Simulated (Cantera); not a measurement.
Charge: 1 mol Fe, 0.032 mol Cl2, held at 1475 K and 89.0 mbar.

Cantera equilibrium calculation (NASA polynomials, part measured and part estimated; ideal gas, pure solids and liquids). Candidate condensed phases: Fe, FeCl2, FeCl3; 8 gas species. Equilibrium is a limit: real reactors are often held back by kinetics, nucleation or transport.

Base state: FeCl2 0.995, Fe2Cl4 0.00420, FeCl3 0.000293, Cl 4.15e-5 (mole fractions); condensed: Fe(γ).

Question: What changes in the equilibrium state with this change: pressure from 89.0 mbar to 13.3 mbar?

Answer: 
| species | before | after |
|---|---|---|
| FeCl2 | 0.995 | 0.999 |
| Fe2Cl4 | 0.00420 | 0.000634 |
| FeCl3 | 0.000293 | 0.000114 |
| Cl | 4.15e-5 | 0.000107 |
| Fe(γ), mol | 0.968 | 0.968 |

Question: What changes in the equilibrium state with this change: pressure from 89.0 mbar to 3.30 bar?

Answer: 
```json
[
 {"species": "FeCl2", "before": "0.995", "after": "0.877"},
 {"species": "Fe2Cl4", "before": "0.00420", "after": "0.121"},
 {"species": "FeCl3", "before": "0.000293", "after": "0.00148"},
 {"species": "Cl", "before": "4.15e-5", "after": "6.40e-6"},
 {"species": "Fe(γ), mol", "before": "0.968", "after": "0.968"}
]
```
